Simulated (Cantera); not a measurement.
Mixture: CH₄ : C₂H₆ : C₃H₈ : O₂ : N₂ = 1 : 0.19 : 0.049 : 4.93 : 14.8 (molar parts), equivalence ratio 0.59, at 36.0 bar, adiabatic and at constant pressure. Ignition delay is the time to a rise of 400 K.

Computed with Cantera and GRI-Mech 3.0 (53 species, 325 reactions). The pressure lies above the range GRI-Mech 3.0 was tuned for (to about 10 atm).

Problem. What does this change do: CH4 1 to 0.7 parts?

Solution. 
```csv
quantity,before,after
delay at 1223 K,0.251 ms,0.271 ms
delay at 1323 K,73.4 µs,75.4 µs
delay at 1423 K,25.8 µs,25.3 µs
delay at 1523 K,10.5 µs,10.1 µs
delay at 1623 K,4.90 µs,4.61 µs
apparent activation energy between 1573 and 1673 K,160 kJ/mol,160 kJ/mol
```
